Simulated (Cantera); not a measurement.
Charge: 1 mol B, 0.91 mol O2, 0.87 mol N2, equilibrated at 100 Torr.

Equilibrium computed with Cantera from the NASA thermochemical tables; the gas is ideal and each condensed phase is pure. Candidate condensed phases: B, BN, B2O3; 17 gas species. Rates play no part.

Problem. Which condensed phases are stable at each of these points (T (K)): 1548, 1648, 1748, 1848, 1948, 2048, 2148, 2248, 2348?

Solution. 
```csv
T (K),condensed phases,B condensed (%)
1548,B2O3(l),99.9
1648,B2O3(l),99.4
1748,B2O3(l),97.3
1848,B2O3(l),88.9
1948,B2O3(l),55.7
2048,gas only,0.0
2148,gas only,0.0
2248,gas only,0.0
2348,gas only,0.0
```

From 1548 K to 1948 K the condensed part is B2O3(l). From 2048 K to 2348 K nothing is condensed.
